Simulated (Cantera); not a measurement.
Charge: 1 mol FeS, 3.9 mol H2S, 18 mol N2, 0.79 mol SO3, held at 0.210 bar.

Method: chemical equilibrium by Gibbs-energy minimisation in Cantera with the NASA 1993 tables (ideal gas, pure condensed phases). Candidate condensed phases: Fe, FeO, Fe(OH)2, Fe(OH)3, FeS, FeSO4, FeS2, Fe2O3, Fe2(SO4)3, Fe3O4, H2O, H2SO4, S; 38 gas species. FeS: taken at fixed stoichiometry. Gases not in the tables: S3 to S7. Rates play no part.

Question: Which condensed phases are stable at each of these points (T (°C)): 577, 677, 777, 877, 977, 1077, 1177, 1277, 1377, 1477?

Answer: 
| T (°C) | condensed phases | Fe condensed (%) |
|---|---|---|
| 577 | FeS2(s) | 100.0 |
| 677 | FeS(s) | 100.0 |
| 777 | FeS(s) | 100.0 |
| 877 | FeS(s) | 100.0 |
| 977 | FeS(s) | 100.0 |
| 1077 | FeS(s) | 100.0 |
| 1177 | FeS(s) | 100.0 |
| 1277 | FeS(l) | 100.0 |
| 1377 | FeS(l) | 100.0 |
| 1477 | FeS(l) | 100.0 |

At 577 °C the condensed part is FeS2(s). From 677 °C to 1177 °C the condensed part is FeS(s). From 1277 °C to 1477 °C the condensed part is FeS(l).
